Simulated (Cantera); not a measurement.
## Silicon carbide growth: (CH3)2SiCl2 + H2

Input: 1 mol (CH3)2SiCl2, 11 mol H2, held at 0.0130 bar.

Cantera equilibrium calculation (NASA polynomials, part measured and part estimated; ideal gas, pure solids and liquids). Candidate condensed phases: C, C6H6, C7H8, C8H18, Si, SiC; 109 gas species. The feed counts by its element totals alone. The tables' values for SiCl, SiCl3 are old estimates; treat these amounts as uncertain. Kinetics and transport are ignored.

```csv
T (K),x H2,x HCl,x H,x SiCl2,x Cl,x C2H2 (acetylene),x CH4,n C(graphite),n SiC(s)
1325,0.867,0.133,1.34e-5,0.000187,1.71e-6,7.38e-7,6.56e-5,1.00,0.996
1375,0.867,0.133,2.80e-5,0.000251,3.55e-6,1.54e-6,4.86e-5,1.00,0.996
1425,0.867,0.133,5.57e-5,0.000328,6.98e-6,3.06e-6,3.68e-5,1.00,0.995
1475,0.867,0.132,0.000106,0.000420,1.31e-5,5.78e-6,2.84e-5,1.01,0.993
1525,0.867,0.132,0.000193,0.000529,2.36e-5,1.05e-5,2.23e-5,1.01,0.992
1575,0.867,0.132,0.000339,0.000655,4.10e-5,1.83e-5,1.78e-5,1.01,0.990
1625,0.867,0.132,0.000576,0.000800,6.89e-5,3.08e-5,1.44e-5,1.01,0.988
1675,0.867,0.131,0.000948,0.000963,0.000112,5.03e-5,1.18e-5,1.01,0.985
1725,0.866,0.131,0.00152,0.00114,0.000177,7.98e-5,9.75e-6,1.01,0.983
1775,0.866,0.130,0.00236,0.00134,0.000273,0.000123,8.16e-6,1.02,0.979
1825,0.865,0.129,0.00359,0.00156,0.000410,0.000186,6.89e-6,1.02,0.976
1875,0.863,0.129,0.00534,0.00179,0.000603,0.000273,5.87e-6,1.02,0.972
1925,0.861,0.128,0.00778,0.00204,0.000868,0.000394,5.04e-6,1.02,0.968
```
x: gas mole fraction; n: condensed amount in mol.

From 1325 K to 1925 K the condensed part is C(graphite) + SiC(s). The main Si-bearing gas is SiCl2 throughout.
